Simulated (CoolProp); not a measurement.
Properties of sulfur dioxide along the isotherm 525 K.

Computed with CoolProp (reference Helmholtz-energy equation of state, Gao 2016).

```json
[
 {"p (MPa)": "0.111", "phase": "gas", "density (kg/m³)": "1.633", "Joule-Thomson coefficient (K/MPa)": "7.537", "isothermal compressibility (1/MPa)": "9.031", "expansivity (1/kK)": "1.922"},
 {"p (MPa)": "0.187", "phase": "gas", "density (kg/m³)": "2.756", "Joule-Thomson coefficient (K/MPa)": "7.536", "isothermal compressibility (1/MPa)": "5.369", "expansivity (1/kK)": "1.934"},
 {"p (MPa)": "0.315", "phase": "gas", "density (kg/m³)": "4.655", "Joule-Thomson coefficient (K/MPa)": "7.534", "isothermal compressibility (1/MPa)": "3.196", "expansivity (1/kK)": "1.954"},
 {"p (MPa)": "0.532", "phase": "gas", "density (kg/m³)": "7.899", "Joule-Thomson coefficient (K/MPa)": "7.529", "isothermal compressibility (1/MPa)": "1.902", "expansivity (1/kK)": "1.990"},
 {"p (MPa)": "0.898", "phase": "gas", "density (kg/m³)": "13.44", "Joule-Thomson coefficient (K/MPa)": "7.521", "isothermal compressibility (1/MPa)": "1.136", "expansivity (1/kK)": "2.051"},
 {"p (MPa)": "1.52", "phase": "gas", "density (kg/m³)": "23.07", "Joule-Thomson coefficient (K/MPa)": "7.505", "isothermal compressibility (1/MPa)": "0.6808", "expansivity (1/kK)": "2.160"},
 {"p (MPa)": "2.56", "phase": "gas", "density (kg/m³)": "39.82", "Joule-Thomson coefficient (K/MPa)": "7.467", "isothermal compressibility (1/MPa)": "0.4145", "expansivity (1/kK)": "2.359"},
 {"p (MPa)": "4.31", "phase": "gas", "density (kg/m³)": "70.00", "Joule-Thomson coefficient (K/MPa)": "7.371", "isothermal compressibility (1/MPa)": "0.2576", "expansivity (1/kK)": "2.748"},
 {"p (MPa)": "7.28", "phase": "gas", "density (kg/m³)": "128.2", "Joule-Thomson coefficient (K/MPa)": "7.081", "isothermal compressibility (1/MPa)": "0.1660", "expansivity (1/kK)": "3.602"},
 {"p (MPa)": "12.3", "phase": "supercritical", "density (kg/m³)": "252.7", "Joule-Thomson coefficient (K/MPa)": "6.097", "isothermal compressibility (1/MPa)": "0.1135", "expansivity (1/kK)": "5.756"},
 {"p (MPa)": "20.7", "phase": "supercritical", "density (kg/m³)": "522.6", "Joule-Thomson coefficient (K/MPa)": "3.276", "isothermal compressibility (1/MPa)": "0.05736", "expansivity (1/kK)": "7.838"},
 {"p (MPa)": "35", "phase": "supercritical", "density (kg/m³)": "789.6", "Joule-Thomson coefficient (K/MPa)": "0.9588", "isothermal compressibility (1/MPa)": "0.01426", "expansivity (1/kK)": "4.078"}
]
```
